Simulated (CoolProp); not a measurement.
A closed Brayton cycle with carbon dioxide: compressor inlet 307.15 K and 7.9 MPa, high pressure 25.1 MPa, turbine inlet 700 K, compressor efficiency 0.85, turbine efficiency 0.93, recuperator effectiveness 0 (on enthalpy, no pinch check). Each further row changes one setting.

Values from CoolProp's reference Helmholtz-energy equation of state, Span 1996.

```tsv
case	thermal efficiency (%)	net work (kJ/kg)	compressor to turbine work	compressor exit (K)	turbine exit (K)
as stated	18.3	92.7	0.27	358.3	571.5
turbine inlet 650 K	18.3	…	…	358.3	…
compressor inlet 317.15 K	17.6	70.5	0.44	409.4	571.5
high pressure 21.3 MPa	…	…	0.25	350.6	589.3
recuperator effectiveness 0.5	24.3	92.7	0.27	358.3	571.5
```

What belongs in the gaps?


- turbine inlet 650 K, net work (kJ/kg): 81.2
- turbine inlet 650 K, compressor to turbine work: 0.30
- turbine inlet 650 K, turbine exit (K): 526.4
- high pressure 21.3 MPa, thermal efficiency (%): 16.1
- high pressure 21.3 MPa, net work (kJ/kg): 83.4
